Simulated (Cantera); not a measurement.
## Equilibrium for abatement and gas-phase synthesis: H2O + O2 + N2

Charge: 1 mol H2O, 4.3 mol O2, 18 mol N2, equilibrated at 0.100 bar.

Cantera equilibrium calculation (NASA polynomials, part measured and part estimated; ideal gas, pure solids and liquids). Candidate condensed phases: H2O; 24 gas species. Equilibrium is a limit: real reactors are often held back by kinetics, nucleation or transport.

| T (K) | log p N2 | log p O2 | log p H2O | log p NO | log p O | log p OH |
|---|---|---|---|---|---|---|
| 1698 | -1.11 | -1.74 | -2.37 | -3.58 | -5.23 | -4.39 |
| 1798 | -1.11 | -1.74 | -2.37 | -3.42 | -4.79 | -4.12 |
| 1898 | -1.11 | -1.74 | -2.37 | -3.28 | -4.40 | -3.87 |
| 1998 | -1.11 | -1.74 | -2.38 | -3.16 | -4.05 | -3.65 |
| 2098 | -1.12 | -1.75 | -2.39 | -3.05 | -3.74 | -3.45 |
| 2198 | -1.12 | -1.76 | -2.40 | -2.95 | -3.45 | -3.28 |
| 2298 | -1.12 | -1.76 | -2.42 | -2.86 | -3.19 | -3.12 |
| 2398 | -1.12 | -1.78 | -2.45 | -2.78 | -2.95 | -2.98 |
log p: log10 of the partial pressure in bar; nothing condenses.

From 1698 K to 2398 K nothing is condensed.
